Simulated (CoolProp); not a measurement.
Sulfur dioxide along the isotherm 251.85 °C: Z from the reference equation and from simpler models built on Tc = 157.5 °C, pc = 7.887 MPa, ω = 0.256; each cubic takes its own stable root.

Computed with CoolProp (reference Helmholtz-energy equation of state, Gao 2016).

```
p (MPa)          phase  reference  van der Waals  Soave-Redlich-Kwong  Peng-Robinson
-------  -------------  ---------  -------------  -------------------  -------------
0.111              gas     0.9976         0.9974               0.9977         0.9972
0.172              gas     0.9963         0.9960               0.9964         0.9957
0.268              gas     0.9942         0.9938               0.9943         0.9933
0.418              gas     0.9910         0.9903               0.9911         0.9895
0.651              gas     0.9859         0.9849               0.9862         0.9837
1.01               gas     0.9780         0.9764               0.9786         0.9747
1.58               gas        [?]         0.9627                  [?]         0.9604
2.46               gas        [?]            [?]               0.9475         0.9383
3.82               gas     0.9149            [?]               0.9180         0.9042
5.95               gas     0.8652         0.8478               0.8717            [?]
9.27     supercritical     0.7859         0.7452               0.8003         0.7717
14.4     supercritical     0.6681         0.5845               0.7056         0.6699
22.5     supercritical     0.5758            [?]               0.6573         0.6147
35       supercritical     0.6505         0.7816               0.7416         0.6835
```

Q: Complete the blanks.

A: 
- 1.58, reference: 0.9655
- 1.58, Soave-Redlich-Kwong: 0.9664
- 2.46, reference: 0.9458
- 2.46, van der Waals: 0.9411
- 3.82, van der Waals: 0.9063
- 5.95, Peng-Robinson: 0.8513
- 22.5, van der Waals: 0.6009
